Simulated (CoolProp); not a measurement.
Vapour-liquid equilibrium of 1-butene (1) + n-butane (2) at 49.55 °C; x and y are mole fractions of (1).

Model: multi-fluid Helmholtz-energy mixture model, Lemmon 2005 and Bücker 2006; pair parameters Bell 2016, in CoolProp.

Q: Give the bubble pressure and the first vapour's composition at x = 0.05, 0.8, 0.875. Is there an azeotrope?

A: x = 0.05: 0.4952 MPa, y = 0.059; x = 0.8: 0.5725 MPa, y = 0.821; x = 0.875: 0.5789 MPa, y = 0.888. No azeotrope shows between x = 0.05 and 0.95.

Pair parameters are fitted to limited data, so mixtures are less certain than the pure fluids.
